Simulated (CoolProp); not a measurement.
Properties of carbonyl sulfide along the isotherm -73.85 °C (Tc = 105.6 °C, pc = 6369 kPa, ω = 0.098).

Values from CoolProp's reference Helmholtz-energy equation of state, Lemmon 2006. It is a short technical equation, of lower accuracy than the large ones.

```csv
p (kPa),phase,isothermal compressibility (1/MPa),fugacity coefficient
1770,liquid,…,…
3540,liquid,0.0009769,…
5310,liquid,…,0.006341
7080,liquid,0.0009435,…
8850,liquid,…,0.004222
10600,liquid,0.0009127,0.003711
12400,liquid,0.0008979,…
14200,liquid,0.0008835,0.003078
15900,liquid,…,0.002889
```

Problem. Fill in the missing entries.

Solution. 
- 1770, isothermal compressibility (1/MPa): 0.0009947
- 1770, fugacity coefficient: 0.01713
- 3540, fugacity coefficient: 0.009027
- 5310, isothermal compressibility (1/MPa): 0.0009599
- 7080, fugacity coefficient: 0.005010
- 8850, isothermal compressibility (1/MPa): 0.0009278
- 12400, fugacity coefficient: 0.003344
- 15900, isothermal compressibility (1/MPa): 0.0008705
